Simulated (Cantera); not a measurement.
A perfectly stirred reactor is fed with 5.37 % C3H8, 17.9 % O2, 67.1 % N2, 9.66 % H2O, equivalence ratio 1.5, at 0.280 bar; it is adiabatic with a 775 K inlet, and is followed from long to short residence time, starting on the burning branch (τ in s: 0.23, 0.095, 0.04, 0.017, 0.0071, 0.003, 0.0013, 0.00053, 0.00022, 9.4e-05, 3.9e-05, 1.7e-05, 7e-06).

Detailed kinetics in Cantera: GRI-Mech 3.0 (53 species, 325 reactions). GRI-Mech 3.0 was tuned for natural gas; its chemistry of propane as a main component is partial and can be far from experiment.

### Question
Predict: blow-out, bracketed by the residence times tried; x(C3H8) at τ = 0.230 s; x(O2) at τ = 0.230 s; x(H2O) at τ = 0.230 s; x(HCO) at τ = 0.230 s; x(CO2) at τ = 0.230 s; x(C3H8) at τ = 1.30 ms; x(O2) at τ = 1.30 ms; x(H2O) at τ = 1.30 ms; x(HCO) at τ = 1.30 ms; x(CO2) at τ = 1.30 ms.

### Answer
```json
{
 "blow_out_bracketed_by_the_residence_times_tried": "burning at 0.220 ms, out at 94.0 µs",
 "x(C3H8) at τ = 0.230 s": "2.08e-7",
 "x(O2) at τ = 0.230 s": "0.000148",
 "x(H2O) at τ = 0.230 s": "0.201",
 "x(HCO) at τ = 0.230 s": "8.04e-8",
 "x(CO2) at τ = 0.230 s": "0.0519",
 "x(C3H8) at τ = 1.30 ms": "2.45e-5",
 "x(O2) at τ = 1.30 ms": "0.00318",
 "x(H2O) at τ = 1.30 ms": "0.197",
 "x(HCO) at τ = 1.30 ms": "7.34e-6",
 "x(CO2) at τ = 1.30 ms": "0.0489"
}
```
